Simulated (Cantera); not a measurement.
**Dilute partial oxidation**

A perfectly stirred reactor is fed with CH4 : O2 : N2 = 0.0098 : 0.0092 : 1 (molar parts), equivalence ratio 2.1, at 250000 Pa; it is held at 1525 K, and followed from long to short residence time.

Cantera simulation using GRI-Mech 3.0 (53 species, 325 reactions); the numbers are that mechanism's predictions, not measurements.

| τ (s) | x CH4 | x O2 | x CH2O | x OH | x CO |
|---|---|---|---|---|---|
| 2.1 | 0.00163 | 0.000136 | 5.26e-7 | 1.02e-7 | 0.00427 |
| 0.58 | 0.00187 | 0.000334 | 1.38e-6 | 1.66e-7 | 0.00434 |
| 0.16 | 0.00209 | 0.000736 | 3.38e-6 | 2.95e-7 | 0.00450 |
| 0.043 | 0.00248 | 0.00157 | 8.48e-6 | 5.57e-7 | 0.00442 |
| 0.012 | 0.00352 | 0.00343 | 2.28e-5 | 9.26e-7 | 0.00356 |
| 0.0031 | 0.00884 | 0.00868 | 5.60e-5 | 1.64e-7 | 0.000174 |
| 0.00085 | 0.00956 | 0.00901 | 1.17e-5 | 3.17e-8 | 2.77e-6 |
x: mole fraction; the columns are a selection and need not sum to one.
